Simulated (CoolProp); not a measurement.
A Linde-Hampson liquefier for CF4 (R14): isothermal reversible compression at 320 K from 1 atm to 10 MPa, throttling to 1 atm, return gas leaving the recuperator 5 K below the feed. Each further row changes one setting.

Model: reference Helmholtz-energy equation of state, Platzer 1990, in CoolProp. This equation is an older, rougher fit; its heat capacities, sound speeds and derivatives of the liquid may be far off and weren't checked against measurements.

```json
[
 {"case": "as stated", "liquid yield per pass": "[?]", "compression work (kJ/kg of gas)": "131"},
 {"case": "high pressure 20 MPa", "liquid yield per pass": "0.214", "compression work (kJ/kg of gas)": "[?]"},
 {"case": "warm-end temperature 350 K", "liquid yield per pass": "[?]", "compression work (kJ/kg of gas)": "[?]"},
 {"case": "warm-end gap 10 K", "liquid yield per pass": "0.118", "compression work (kJ/kg of gas)": "131"}
]
```

What belongs in the gaps?


- as stated, liquid yield per pass: 0.131
- high pressure 20 MPa, compression work (kJ/kg of gas): 148
- warm-end temperature 350 K, liquid yield per pass: 0.093
- warm-end temperature 350 K, compression work (kJ/kg of gas): 146
